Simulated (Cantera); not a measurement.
Source: NASA polynomial tables (part measured, part estimated), evaluated in Cantera. Values are per mole of reaction as written; species without (g) are pure solids or liquids, kept so even where they would boil at 1 bar.

3 CH3OH(g) + 3 Ti2O3 + C = 2 C2H6(g) + 6 TiO2

| T (K) | ΔH° (kJ) | ΔS° (J/K) | ΔG° (kJ) | log10 K |
|---|---|---|---|---|
| 300 | -671.0 | -197.5 | -611.7 | 106.51 |
| 625 | -680.7 | -216.9 | -545.2 | 45.56 |
| 650 | -681.5 | -218.1 | -539.7 | 43.37 |
| 675 | … | … | … | … |
| 700 | … | … | … | … |
| 725 | … | … | … | … |
| 750 | … | … | … | … |

Problem. What belongs in the gaps?

Solution. 
- 675, ΔH° (kJ): -682.3
- 675, ΔS° (J/K): -219.3
- 675, ΔG° (kJ): -534.3
- 675, log10 K: 41.34
- 700, ΔH° (kJ): -683.1
- 700, ΔS° (J/K): -220.5
- 700, ΔG° (kJ): -528.8
- 700, log10 K: 39.46
- 725, ΔH° (kJ): -683.9
- 725, ΔS° (J/K): -221.6
- 725, ΔG° (kJ): -523.2
- 725, log10 K: 37.70
- 750, ΔH° (kJ): -684.7
- 750, ΔS° (J/K): -222.8
- 750, ΔG° (kJ): -517.7
- 750, log10 K: 36.05
